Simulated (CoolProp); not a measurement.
Vapour-liquid equilibrium of R1234yf (1) + R1234ze(E) (2) at 1.3 MPa; x and y are mole fractions of (1).

Model: multi-fluid Helmholtz-energy mixture model, Lemmon 2022 and Thol 2016; pair parameters Bell 2022, in CoolProp.

```csv
x,"bubble temperature, mixture model (°C)","bubble temperature, Raoult's law (°C)","y, mixture model","y, Raoult's law"
0.05,60.1,60.2,0.061,0.063
0.15,58.8,59.0,0.177,0.185
0.25,57.6,57.8,0.287,0.301
0.35,56.4,56.7,___,0.410
0.45,55.4,55.6,0.494,0.514
0.55,54.3,54.5,0.592,0.613
0.65,___,53.5,0.687,0.707
0.75,___,52.4,0.780,0.796
0.85,51.4,51.4,0.870,0.881
0.95,50.4,50.4,___,0.961
```

Question: Complete the blanks.

Answer: 
- 0.35, y, mixture model: 0.392
- 0.65, bubble temperature, mixture model (°C): 53.3
- 0.75, bubble temperature, mixture model (°C): 52.3
- 0.95, y, mixture model: 0.957

The largest gap from Raoult's law is -0.3 K in bubble temperature, at x = 0.35. No azeotrope shows between x = 0.05 and 0.95.

Pair parameters are fitted to limited data, so mixtures are less certain than the pure fluids.
